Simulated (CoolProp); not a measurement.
Saturation properties of n-nonane (Tc = 321.4 °C, pc = 2.282 MPa, ω = 0.443).

The numbers come from the reference Helmholtz-energy equation of state, Lemmon 2006 in CoolProp. It is a short technical equation, of lower accuracy than the large ones.

| T (°C) | p (MPa) | liquid density (kg/m³) | surface tension (mN/m) | liquid viscosity (µPa s) |
|---|---|---|---|---|
| 111.05 | 0.03096 | 644.1 | 14.5 | 282 |
| 132.15 | 0.06022 | 625.8 | 12.7 | 240 |
| 153.25 | 0.1082 | 606.6 | 10.9 | 205 |
| 174.45 | 0.1824 | 586.4 | 9.23 | 176 |
| 195.55 | 0.2903 | 564.9 | 7.59 | 150 |
| 216.65 | 0.4415 | 541.6 | 6.02 | 128 |
| 237.75 | 0.6463 | 515.8 | 4.53 | 108 |
| 258.85 | 0.9167 | 486.0 | 3.14 | 90.3 |
| 279.95 | 1.267 | 449.7 | 1.87 | 73.0 |
| 301.15 | 1.720 | 398.8 | 0.757 | 55.0 |

It boils at 150.8 °C under 1 atm.

Viscosity comes from a separate model (Huber 2004). Surface tension comes from a separate correlation (Mulero 2012).
